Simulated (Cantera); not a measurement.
What does this Cantera script print?

```python
import numpy as np
import cantera as ct

gas_names = """
    CL CL2 H HCL H2 Si SiCL SiCL2 SiCL3 SiCL4 SiH SiHCL3 SiH2 SiH2CL2 SiH3 SiH3CL SiH4 Si2 Si3
""".split()
cond_names = """
    Si(cr) Si(L)
""".split()


# ... load() reads the species with a 1 bar reference pressure and builds the phases ...
atoms = {
    'SiCl4': {'Si': 1, 'CL': 4},
    'HCl': {'H': 1, 'CL': 1},
    'H2': {'H': 2},
}
top_T = {}  # K; cautious upper limits of use, not melting points


# ... equilibrate(T, P, feed) seeds the gas with the atoms and calls Mixture.equilibrate('TP', solver="gibbs", rtol=1e-10, max_steps=50000) ...
results = []
P = 2400  # Pa
for T in [873, 898, 923, 948, 973, 998, 1023, 1048, 1073, 1098, 1123, 1148, 1173]:
    for m in [23, 31, 42, 57, 78, 110, 140, 200, 270, 370, 500]:
        feed = {'SiCl4': 1, 'HCl': 4.2, 'H2': m}  # mol
        mix = equilibrate(T, P, feed)
        results.append((T, P, feed, dict(zip(mix.species_names, mix.species_moles))))

for T, P, feed, n in results:
    print(f"{T:7g} {feed['H2']:10.4g}  " + (" + ".join(c for c in cond_names if n.get(c, 0) > 1e-12) or "gas only"))
```

It prints:

```
    873         23  gas only
    873         31  gas only
    873         42  gas only
    873         57  gas only
    873         78  gas only
    873        110  gas only
    873        140  gas only
    873        200  gas only
    873        270  gas only
    873        370  gas only
    873        500  gas only
    898         23  gas only
    898         31  gas only
    898         42  gas only
    898         57  gas only
    898         78  gas only
    898        110  gas only
    898        140  gas only
    898        200  gas only
    898        270  gas only
    898        370  gas only
    898        500  gas only
    923         23  gas only
    923         31  gas only
    923         42  gas only
    923         57  gas only
    923         78  gas only
    923        110  gas only
    923        140  gas only
    923        200  gas only
    923        270  gas only
    923        370  gas only
    923        500  gas only
    948         23  gas only
    948         31  gas only
    948         42  gas only
    948         57  gas only
    948         78  gas only
    948        110  gas only
    948        140  gas only
    948        200  gas only
    948        270  gas only
    948        370  gas only
    948        500  gas only
    973         23  gas only
    973         31  gas only
    973         42  gas only
    973         57  gas only
    973         78  gas only
    973        110  gas only
    973        140  gas only
    973        200  gas only
    973        270  gas only
    973        370  gas only
    973        500  gas only
    998         23  gas only
    998         31  gas only
    998         42  gas only
    998         57  gas only
    998         78  gas only
    998        110  gas only
    998        140  gas only
    998        200  gas only
    998        270  gas only
    998        370  gas only
    998        500  gas only
   1023         23  gas only
   1023         31  gas only
   1023         42  gas only
   1023         57  gas only
   1023         78  gas only
   1023        110  gas only
   1023        140  gas only
   1023        200  gas only
   1023        270  gas only
   1023        370  gas only
   1023        500  Si(cr)
   1048         23  gas only
   1048         31  gas only
   1048         42  gas only
   1048         57  gas only
   1048         78  gas only
   1048        110  gas only
   1048        140  gas only
   1048        200  gas only
   1048        270  gas only
   1048        370  Si(cr)
   1048        500  Si(cr)
   1073         23  gas only
   1073         31  gas only
   1073         42  gas only
   1073         57  gas only
   1073         78  gas only
   1073        110  gas only
   1073        140  gas only
   1073        200  gas only
   1073        270  Si(cr)
   1073        370  Si(cr)
   1073        500  Si(cr)
   1098         23  gas only
   1098         31  gas only
   1098         42  gas only
   1098         57  gas only
   1098         78  gas only
   1098        110  gas only
   1098        140  gas only
   1098        200  gas only
   1098        270  Si(cr)
   1098        370  Si(cr)
   1098        500  Si(cr)
   1123         23  gas only
   1123         31  gas only
   1123         42  gas only
   1123         57  gas only
   1123         78  gas only
   1123        110  gas only
   1123        140  gas only
   1123        200  Si(cr)
   1123        270  Si(cr)
   1123        370  Si(cr)
   1123        500  Si(cr)
   1148         23  gas only
   1148         31  gas only
   1148         42  gas only
   1148         57  gas only
   1148         78  gas only
   1148        110  gas only
   1148        140  gas only
   1148        200  Si(cr)
   1148        270  Si(cr)
   1148        370  Si(cr)
   1148        500  Si(cr)
   1173         23  gas only
   1173         31  gas only
   1173         42  gas only
   1173         57  gas only
   1173         78  gas only
   1173        110  gas only
   1173        140  Si(cr)
   1173        200  Si(cr)
   1173        270  Si(cr)
   1173        370  Si(cr)
   1173        500  Si(cr)
```

Method: chemical equilibrium by Gibbs-energy minimisation in Cantera with the NASA 1993 tables (ideal gas, pure condensed phases). The tables' values for SiCl3 are old estimates.
